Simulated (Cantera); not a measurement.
Input (Python, Cantera):

```python
import numpy as np
import cantera as ct

gas = ct.Solution("h2o2.yaml")
gas.TPX = 1448, 1300, {'H2': 0.015, 'O2': 1}
reactor = ct.IdealGasConstPressureReactor(gas, energy="off", clone=False)
net = ct.ReactorNet([reactor])
net.rtol, net.atol = 1e-08, 1e-18
show = ['H2', 'O2', 'H', 'H2O', 'OH']
times = np.geomspace(6e-05, 1, 14)

steps = ct.SolutionArray(gas, extra=["t"])
rows = []
print(f"{'t/s':>10s}{'T/K':>9s}{'P/Pa':>11s}" + "".join(f"{s:>11s}" for s in show))
for t in times:
    while net.time < t:
        t_next = net.step()
        steps.append(gas.state, t=t_next)
    rows.append([np.interp(t, steps.t, y) for y in (steps.T, steps.P, *steps(*show).X.T)])
    print(f"{t:10.3e}{rows[-1][0]:9.1f}{rows[-1][1]:11.4g}" + "".join(f"{x:11.3e}" for x in rows[-1][2:]))
rate = np.gradient(steps.T, steps.t)
print("integrator steps:", len(steps.t))
if steps.T.max() > steps.T[0] + 200:
    print(f"time of steepest temperature rise: {steps.t[rate.argmax()]:.4e} s")
gas.TPX = 1448, 1300, {'H2': 0.015, 'O2': 1}
gas.equilibrate("TP")
print(f"equilibrium (TP): T = {gas.T:.1f} K  " + "  ".join(f"{s} {gas[s].X[0]:.3e}" for s in show))
```

Result:

```
       t/s      T/K       P/Pa         H2         O2          H        H2O         OH
 6.000e-05   1448.0       1300  1.478e-02  9.852e-01  1.337e-08  4.109e-09  2.775e-08
 1.267e-04   1448.0       1300  1.478e-02  9.852e-01  2.097e-08  2.585e-08  7.996e-08
 2.677e-04   1448.0       1300  1.478e-02  9.852e-01  4.702e-08  1.665e-07  2.616e-07
 5.655e-04   1448.0       1300  1.478e-02  9.852e-01  2.147e-07  1.477e-06  1.426e-06
 1.194e-03   1448.0       1300  1.472e-02  9.852e-01  4.494e-06  3.946e-05  3.109e-05
 2.523e-03   1448.0       1300  5.347e-03  9.765e-01  7.052e-04  7.257e-03  3.642e-03
 5.330e-03   1448.0       1300  8.636e-05  9.712e-01  5.542e-04  1.334e-02  2.146e-03
 1.126e-02   1448.0       1300  8.122e-05  9.714e-01  5.369e-04  1.338e-02  2.112e-03
 2.378e-02   1448.0       1300  7.869e-05  9.719e-01  5.107e-04  1.341e-02  2.079e-03
 5.023e-02   1448.0       1300  7.369e-05  9.727e-01  4.606e-04  1.348e-02  2.013e-03
 1.061e-01   1448.0       1300  6.450e-05  9.743e-01  3.740e-04  1.361e-02  1.885e-03
 2.241e-01   1448.0       1300  4.981e-05  9.768e-01  2.503e-04  1.382e-02  1.658e-03
 4.734e-01   1448.0       1300  3.135e-05  9.798e-01  1.227e-04  1.410e-02  1.318e-03
 1.000e+00   1448.0       1300  1.508e-05  9.825e-01  4.024e-05  1.438e-02  9.154e-04
integrator steps: 801
equilibrium (TP): T = 1448.0 K  H2 1.216e-07  O2 9.851e-01  H 2.838e-08  H2O 1.485e-02  OH 8.245e-05
```

Detailed kinetics in Cantera: the H2/O2 subset of GRI-Mech 3.0, which has no nitrogen chemistry. Radical loss at walls, strong at low pressure, is not modelled.
